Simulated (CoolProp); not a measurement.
Saturation properties of C2F6 (R116).

Model: reference Helmholtz-energy equation of state, Lemmon 2006, in CoolProp. It is a short technical equation, of lower accuracy than the large ones.

| T (K) | p (MPa) | vapour density (kg/m³) | enthalpy of vaporisation (kJ/kg) | surface tension (mN/m) | liquid viscosity (µPa s) | liquid conductivity (mW/(m K)) |
|---|---|---|---|---|---|---|
| 201.7 | 0.1429 | 12.47 | 114.0 | 10.1 | 375 | 73.5 |
| 203.9 | 0.1592 | 13.81 | 113.0 | 9.85 | 361 | 72.6 |
| 206.2 | 0.1777 | 15.33 | 112.0 | 9.54 | 346 | 71.7 |
| 208.4 | 0.1970 | 16.91 | 110.9 | 9.25 | 333 | 70.8 |
| 210.7 | 0.2188 | 18.68 | 109.8 | 8.94 | 321 | 69.9 |
| 212.9 | 0.2413 | 20.52 | 108.7 | 8.65 | 309 | 69.0 |
| 215.2 | 0.2667 | 22.58 | 107.6 | 8.35 | 297 | 68.1 |
| 217.4 | 0.2928 | 24.71 | 106.4 | 8.06 | 286 | 67.2 |
| 219.7 | 0.3221 | 27.10 | 105.2 | 7.77 | 276 | 66.3 |
| 221.9 | 0.3522 | 29.55 | 104.1 | 7.48 | 266 | 65.5 |
| 224.2 | 0.3859 | 32.30 | 102.8 | 7.19 | 256 | 64.6 |
| 226.4 | 0.4203 | 35.12 | 101.6 | 6.91 | 247 | 63.7 |
| 228.7 | 0.4587 | 38.29 | 100.2 | 6.61 | 237 | 62.8 |
| 230.9 | 0.4978 | 41.53 | 98.93 | 6.34 | 229 | 61.9 |

It boils at 195.1 K under 1 atm.

Viscosity comes from a separate model (Huber 2003), an estimate that may be off by 10 % or more. Thermal conductivity comes from a separate model (Huber 2003), an estimate that may be off by 10 % or more. Surface tension comes from a separate correlation (Mulero 2012).
